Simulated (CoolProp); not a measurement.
Saturation properties of normal hydrogen (Tc = -240.0 °C, pc = 1296 kPa, ω = -0.219).

Model: reference Helmholtz-energy equation of state, Leachman 2009, in CoolProp.

| T (°C) | p (kPa) | enthalpy of vaporisation (kJ/kg) | liquid cp (kJ/(kg K)) | vapour Z | surface tension (mN/m) | liquid viscosity (µPa s) |
|---|---|---|---|---|---|---|
| -253.95 | 70.50 | 453.1 | 9.153 | 0.9255 | 2.11 | 14.9 |
| -252.95 | 96.36 | 449.5 | 9.679 | 0.9084 | 1.94 | 13.7 |
| -251.85 | 132.0 | 443.8 | 10.32 | 0.8874 | 1.75 | 12.5 |
| -250.85 | 171.9 | 437.0 | 10.98 | 0.8664 | 1.58 | 11.6 |
| -249.85 | 219.6 | 428.4 | 11.73 | 0.8433 | 1.41 | 10.7 |
| -248.85 | 275.9 | 417.9 | 12.59 | 0.8183 | 1.24 | 9.96 |
| -247.75 | 348.9 | 403.7 | 13.74 | 0.7882 | 1.06 | 9.18 |
| -246.75 | 426.2 | 388.2 | 15.04 | 0.7584 | 0.896 | 8.53 |
| -245.75 | 514.7 | 369.6 | 16.71 | 0.7258 | 0.736 | 7.91 |
| -244.75 | 615.4 | 347.3 | 18.98 | 0.6898 | 0.581 | 7.32 |
| -243.65 | 741.4 | 317.2 | 22.75 | 0.6450 | 0.417 | 6.67 |
| -242.65 | 871.0 | 282.5 | 28.73 | 0.5977 | 0.277 | 6.07 |
| -241.65 | 1016 | 236.4 | 41.86 | 0.5397 | 0.153 | 5.42 |
| -240.55 | 1197 | 153.2 | 116.7 | 0.4450 | 0.0526 | 4.47 |

It boils at -252.8 °C under 1 atm.

Viscosity comes from a separate model (Muzny 2013). Surface tension comes from a separate correlation (Mulero 2012).
